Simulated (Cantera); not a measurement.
**SiHCl3 + N2 (silicon nitride deposition)**

A closed system holds: 1 mol SiHCl3, 38 mol N2, held at 0.0133 bar.

These are equilibrium values from Cantera (NASA tables, ideal gas, pure condensed phases), not measurements of a reactor. Candidate condensed phases: NH4Cl, Si, Si3N4; 28 gas species. N2 is the only nitrogen source here; it is nearly inert below about 1500 K, so the nitride shown seldom forms there in practice. The tables' values for SiCl3 are old estimates; treat these amounts as uncertain. The numbers say what is thermodynamically allowed, not how fast it happens.

From 1475 K to 1500 K the condensed part is Si3N4(s). From 1525 K to 1700 K nothing is condensed. The main Si-bearing gas is SiCl2 throughout.

```tsv
T (K)	x N2	x SiCl2	x HCl	x SiCl3	x SiCl4	x H2	x Cl	x H	n Si3N4(s)
1475	0.954	0.0173	0.0221	0.00332	0.00216	0.00152	5.14e-5	4.39e-6	0.0307
1500	0.953	0.0198	0.0215	0.00289	0.00134	0.00180	6.23e-5	6.46e-6	0.0135
1525	0.952	0.0218	0.0209	0.00245	0.000819	0.00208	7.53e-5	9.33e-6	0
1550	0.952	0.0221	0.0213	0.00230	0.000666	0.00186	0.000108	1.18e-5	0
1575	0.951	0.0223	0.0217	0.00215	0.000540	0.00168	0.000151	1.48e-5	0
1600	0.951	0.0226	0.0220	0.00200	0.000436	0.00153	0.000209	1.84e-5	0
1625	0.951	0.0228	0.0222	0.00185	0.000350	0.00141	0.000285	2.29e-5	0
1650	0.951	0.0230	0.0224	0.00171	0.000279	0.00131	0.000382	2.84e-5	0
1675	0.951	0.0232	0.0225	0.00157	0.000220	0.00123	0.000503	3.53e-5	0
1700	0.951	0.0234	0.0226	0.00143	0.000172	0.00118	0.000652	4.39e-5	0
```
x: gas mole fraction; n: condensed amount in mol.
